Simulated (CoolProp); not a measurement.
n-pentane along the isotherm 448.3 K: Z from the reference equation and from simpler models built on Tc = 469.7 K, pc = 3.368 MPa, ω = 0.251; each cubic takes its own stable root.

Computed with CoolProp (reference Helmholtz-energy equation of state, Thol 2019).

| p (MPa) | phase | reference |
|---|---|---|
| 0.459 | gas | 0.9430 |
| 0.918 | gas | 0.8801 |
| 1.38 | gas | 0.8081 |
| 1.84 | gas | 0.7224 |
| 2.3 | gas | 0.6064 |
| 2.76 | liquid | 0.1305 |
| 3.21 | liquid | 0.1488 |
| 3.67 | liquid | 0.1673 |
| 4.13 | liquid | 0.1857 |
| 4.59 | liquid | 0.2039 |
| 5.05 | liquid | 0.2220 |

### Question
How far does each simpler model (Redlich-Kwong, Soave-Redlich-Kwong, Peng-Robinson) lie from the reference over these 11 states: mean and median of the absolute difference, and the worst?

### Answer
- Redlich-Kwong: mean 13.5 %, median 19.0 %, worst +29.5 % at 448.3 K and 2.76 MPa
- Soave-Redlich-Kwong: mean 10.9 %, median 16.4 %, worst +23.1 % at 448.3 K and 2.76 MPa
- Peng-Robinson: mean 3.9 %, median 3.8 %, worst +9.5 % at 448.3 K and 2.76 MPa
